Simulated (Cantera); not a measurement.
## Stirred combustor or abatement burner

A perfectly stirred reactor is fed with 10.3 % CH3OH, 18.8 % O2, 70.9 % N2, equivalence ratio 0.82, at 1.00 bar; it is adiabatic with a 400 K inlet, and is followed from long to short residence time, starting on the burning branch (τ in s: 0.5, 0.14, 0.039, 0.011, 0.0031, 0.00086, 0.00024, 6.7e-05, 1.9e-05, 5.3e-06).

Model: GRI-Mech 3.0 (53 species, 325 reactions), integrated in Cantera. GRI-Mech 3.0 was tuned for natural gas; its chemistry of methanol as a main component is partial and can be far from experiment.

```csv
τ (s),T (K),x CH3OH,x O2,x H2,x CO2,x CH2CO,x CH3
0.50,2113,3.06e-7,0.0319,0.000789,0.0957,5.19e-12,2.78e-8
0.14,2109,9.76e-7,0.0325,0.000957,0.0953,1.85e-11,7.74e-8
0.039,2094,2.76e-6,0.0333,0.00144,0.0939,6.34e-11,1.64e-7
0.011,2059,6.79e-6,0.0347,0.00253,0.0910,2.13e-10,3.19e-7
0.0031,1998,1.60e-5,0.0372,0.00440,0.0863,9.77e-10,9.01e-7
0.00086,1914,4.10e-5,0.0407,0.00684,0.0799,6.40e-9,3.48e-6
0.00024,1814,0.000128,0.0461,0.00917,0.0707,5.49e-8,1.40e-5
6.7e-5,400,0.103,0.188,<1e-12,<1e-12,<1e-12,<1e-12
1.9e-5,400,0.103,0.188,<1e-12,<1e-12,<1e-12,<1e-12
5.3e-6,400,0.103,0.188,<1e-12,<1e-12,<1e-12,<1e-12
```
x: mole fraction; the columns are a selection and need not sum to one.
